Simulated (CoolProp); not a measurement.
Vapour-liquid equilibrium of carbon dioxide (1) + CHF3 (R23) (2) at 12.9 bar; x and y are mole fractions of (1).

Computed with CoolProp (multi-fluid Helmholtz-energy mixture model, Span 1996 and Penoncello 2003; pair parameters Bell 2016).

| x | bubble temperature (°C) | y at the bubble point | dew temperature at overall composition x (°C) | liquid density (mol/L) |
|---|---|---|---|---|
| 0.05 | -23.4 | 0.069 | -23.1 | 17.17 |
| 0.15 | -25.0 | 0.200 | -24.4 | 17.79 |
| 0.25 | -26.5 | 0.319 | -25.6 | 18.45 |
| 0.35 | -27.9 | 0.428 | -26.9 | 19.13 |
| 0.45 | -29.1 | 0.527 | -28.1 | 19.86 |
| 0.55 | -30.1 | 0.618 | -29.3 | 20.62 |
| 0.65 | -31.0 | 0.705 | (withheld) | 21.43 |
| 0.75 | (withheld) | 0.788 | (withheld) | (withheld) |
| 0.85 | -32.3 | 0.870 | -32.2 | 23.21 |
| 0.95 | -32.8 | 0.955 | -32.8 | 24.20 |

Q: What belongs in the gaps?

A: 
- 0.65, dew temperature at overall composition x (°C): -30.4
- 0.75, bubble temperature (°C): -31.7
- 0.75, dew temperature at overall composition x (°C): -31.4
- 0.75, liquid density (mol/L): 22.29

No azeotrope shows between x = 0.05 and 0.95.

Pair parameters are fitted to limited data, so mixtures are less certain than the pure fluids.
